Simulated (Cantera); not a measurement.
A closed system holds: 1 mol SiHCl₃, 14 mol NH₃, 0.89 mol N₂, held at 1302 °C and 1.00 bar.

These are equilibrium values from Cantera (NASA tables, ideal gas, pure condensed phases), not measurements of a reactor. Candidate condensed phases: NH₄Cl, Si, Si₃N₄; 28 gas species. The tables' values for SiCl₃ are old estimates; treat these amounts as uncertain. Kinetics and transport are ignored.

Base state: H₂ 0.662, N₂ 0.239, HCl 0.0979, SiCl₂ 0.000425, SiCl₃ 8.04e-5, SiCl₄ 3.99e-5, SiHCl₃ 3.60e-5, H 3.38e-5 (mole fractions); condensed: Si₃N₄(s).

Question: What changes in the equilibrium state with this change: NH₃ from 14 to 1.9 mol?

Answer: 
```csv
species,before,after
H₂,0.662,0.378
HCl,0.0979,0.354
N₂,0.239,0.224
SiCl₄,3.99e-5,0.0218
SiCl₂,0.000425,0.0101
SiCl₃,8.04e-5,0.00919
SiHCl₃,3.60e-5,0.00311
"Si₃N₄(s), mol",0.327,0.244
```

Question: What changes in the equilibrium state with this change: SiHCl₃ replaced by SiF₄?

Answer: 
| species | before | after |
|---|---|---|
| H₂ | 0.662 | 0.697 |
| N₂ | 0.239 | 0.263 |
| SiF₄ | 0 | 0.0277 |
| HCl | 0.0979 | 0 |
| HF | 0 | 0.00684 |
| SiF₃ | 0 | 0.00283 |
| SiHF₃ | 0 | 0.00231 |
| Si₃N₄(s), mol | 0.327 | 0.00305 |
The tables' values for SiF₃, SiF₂ are old estimates; treat these amounts as uncertain.
